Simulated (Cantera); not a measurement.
Feed: 1 mol C, 2.5 mol CO₂, 0.81 mol H₂O, held at 3000 K and 1330 Pa.

Cantera equilibrium calculation (NASA polynomials, part measured and part estimated; ideal gas, pure solids and liquids). Candidate condensed phases: C, C₆H₆, C₇H₈, C₈H₁₈, H₂O; 110 gas species. Kinetics and transport are ignored.

Base state: CO 0.501, O 0.199, H 0.171, O₂ 0.0410, CO₂ 0.0353, OH 0.0296, H₂ 0.0156, H₂O 0.00815 (mole fractions); condensed: gas only.

Problem. What changes in the equilibrium state with this change: C replaced by CO?

Solution. 
| species | before | after |
|---|---|---|
| CO | 0.501 | 0.444 |
| O | 0.199 | 0.249 |
| H | 0.171 | 0.151 |
| O₂ | 0.0410 | 0.0643 |
| H₂ | 0.0156 | 0.0122 |
| CO₂ | 0.0353 | 0.0392 |
| OH | 0.0296 | 0.0327 |
| H₂O | 0.00815 | 0.00795 |
